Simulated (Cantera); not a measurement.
Pyrogenic steam for wet oxidation

An isothermal, constant-pressure homogeneous reactor starts with 27.6 % H₂, 38.9 % O₂, 33.5 % N₂, equivalence ratio 0.35, at 948 K and 120 Torr.

Cantera simulation using the H2/O2 subset of GRI-Mech 3.0, which has no nitrogen chemistry; the numbers are that mechanism's predictions, not measurements. Below about 950 K walls govern HO2 and H2O2 in real vessels. The temperature is held fixed by assumption; the heat of reaction is taken as removed at once.

```json
[
 {"t (s)": "0.000800", "x H₂": "0.143", "x O₂": "0.338", "x H": "0.0332", "x HO₂": "9.14e-5", "x H₂O": "0.127"},
 {"t (s)": "0.00159", "x H₂": "0.0190", "x O₂": "0.298", "x H": "0.000256", "x HO₂": "9.79e-5", "x H₂O": "0.298"},
 {"t (s)": "0.00315", "x H₂": "0.0118", "x O₂": "0.295", "x H": "3.82e-5", "x HO₂": "7.89e-5", "x H₂O": "0.307"},
 {"t (s)": "0.00626", "x H₂": "0.00879", "x O₂": "0.294", "x H": "9.25e-6", "x HO₂": "6.61e-5", "x H₂O": "0.310"},
 {"t (s)": "0.0124", "x H₂": "0.00726", "x O₂": "0.294", "x H": "2.53e-6", "x HO₂": "5.48e-5", "x H₂O": "0.312"},
 {"t (s)": "0.0247", "x H₂": "0.00624", "x O₂": "0.293", "x H": "1.18e-6", "x HO₂": "4.64e-5", "x H₂O": "0.313"},
 {"t (s)": "0.0490", "x H₂": "0.00508", "x O₂": "0.293", "x H": "7.60e-7", "x HO₂": "4.06e-5", "x H₂O": "0.315"},
 {"t (s)": "0.0973", "x H₂": "0.00365", "x O₂": "0.292", "x H": "4.53e-7", "x HO₂": "3.33e-5", "x H₂O": "0.316"},
 {"t (s)": "0.193", "x H₂": "0.00216", "x O₂": "0.292", "x H": "2.17e-7", "x HO₂": "2.38e-5", "x H₂O": "0.318"},
 {"t (s)": "0.383", "x H₂": "0.000975", "x O₂": "0.292", "x H": "7.30e-8", "x HO₂": "1.38e-5", "x H₂O": "0.319"},
 {"t (s)": "0.761", "x H₂": "0.000343", "x O₂": "0.291", "x H": "1.58e-8", "x HO₂": "6.22e-6", "x H₂O": "0.320"},
 {"t (s)": "1.51", "x H₂": "0.000113", "x O₂": "0.291", "x H": "2.53e-9", "x HO₂": "2.38e-6", "x H₂O": "0.320"},
 {"t (s)": "3.00", "x H₂": "4.10e-5", "x O₂": "0.291", "x H": "4.23e-10", "x HO₂": "9.30e-7", "x H₂O": "0.320"}
]
```
x: mole fraction; the columns are a selection and need not sum to one.

Equilibrium at this temperature and pressure: H₂ 2.55e-11, O₂ 0.291, H <1e-12, HO₂ 5.60e-10, H₂O 0.321 (gas phase only).
